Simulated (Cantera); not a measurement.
Charge: 1 mol Si, 0.05 mol H₂O, 11 mol N₂, held at 0.390 Torr.

Method: chemical equilibrium by Gibbs-energy minimisation in Cantera with the NASA 1993 tables (ideal gas, pure condensed phases). Candidate condensed phases: H₂O, Si, SiO₂, Si₂N₂O, Si₃N₄; 35 gas species. Mutual solubility and eutectic melting of coexisting phases are not modelled. Equilibrium is a limit: real reactors are often held back by kinetics, nucleation or transport.

**Question.** What share of the Si ends up in condensed phases as a function of T (K), at 1500, 1600, 1700, 1800, 1900, 2000, 2100, 2200?

**Answer.** 
```csv
T (K),Si condensed (%),as
1500,99.2,Si₂N₂O(s) + Si₃N₄(s)
1600,94.9,Si₃N₄(s)
1700,93.4,Si(l)
1800,87.8,Si(l)
1900,65.9,Si(l)
2000,0.0,-
2100,0.0,-
2200,0.0,-
```
